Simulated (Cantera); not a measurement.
A freely propagating, adiabatic, planar premixed flame of CH4 : H2 : O2 : N2 : CO2 = 1 : 0.7 : 2.14 : 9.83 : 1.3 (molar parts), equivalence ratio 1.1, unburnt at 575 K and 0.987 atm; mixture-averaged transport, grid criteria slope 0.08 and curve 0.16, no radiation.

Computed with Cantera and GRI-Mech 3.0 (53 species, 325 reactions). Burning velocities carry a grid error of a few per cent, more on coarse grids.

x: mole fraction of selected species; z is measured from the peak of heat release.

| z (mm) | T (K) | u (m/s) | x CH4 | x H2 | x O2 | x NO | x CH2CO | x CH2O |
|---|---|---|---|---|---|---|---|---|
| -1.52 | 575 | 0.684 | 0.0669 | 0.0458 | 0.143 | <1e-8 | <1e-8 | 6.66e-8 |
| -1.02 | 578 | 0.686 | 0.0668 | 0.0441 | 0.143 | <1e-8 | <1e-8 | 1.46e-6 |
| -0.762 | 587 | 0.696 | 0.0664 | 0.0420 | 0.143 | (withheld) | 6.04e-8 | 9.52e-6 |
| -0.508 | 640 | 0.758 | 0.0635 | 0.0382 | 0.140 | (withheld) | 7.22e-7 | 7.90e-5 |
| -0.254 | 938 | 1.11 | 0.0467 | 0.0320 | 0.115 | (withheld) | 1.29e-5 | 0.000526 |
| -0.127 | 1267 | 1.51 | 0.0270 | 0.0283 | 0.0837 | (withheld) | 4.52e-5 | 0.000687 |
| 0 | 1598 | 1.92 | 0.00685 | 0.0230 | 0.0446 | (withheld) | 5.33e-5 | 0.000418 |
| 0.127 | 1739 | 2.09 | 0.000478 | 0.0159 | 0.0216 | (withheld) | 6.49e-6 | 6.01e-5 |
| 0.254 | 1783 | 2.14 | 1.59e-5 | 0.0127 | 0.0144 | (withheld) | 1.73e-7 | 2.46e-6 |
| 0.508 | 1832 | 2.19 | 2.65e-8 | 0.0114 | 0.0108 | (withheld) | <1e-8 | <1e-8 |
| 1.02 | 1889 | 2.25 | <1e-8 | 0.0103 | 0.00829 | (withheld) | <1e-8 | <1e-8 |
| 2.03 | 1947 | 2.31 | <1e-8 | 0.00893 | 0.00575 | (withheld) | <1e-8 | <1e-8 |
| 4.06 | 1993 | 2.36 | <1e-8 | 0.00768 | 0.00353 | (withheld) | <1e-8 | <1e-8 |

**Question.** Fill in the missing entries.

**Answer.** 
- -0.762, x NO: 1.32e-8
- -0.508, x NO: 1.06e-7
- -0.254, x NO: 1.18e-6
- -0.127, x NO: 2.82e-6
- 0, x NO: 5.67e-6
- 0.127, x NO: 9.30e-6
- 0.254, x NO: 1.16e-5
- 0.508, x NO: 1.38e-5
- 1.02, x NO: 1.60e-5
- 2.03, x NO: 1.86e-5
- 4.06, x NO: 2.15e-5
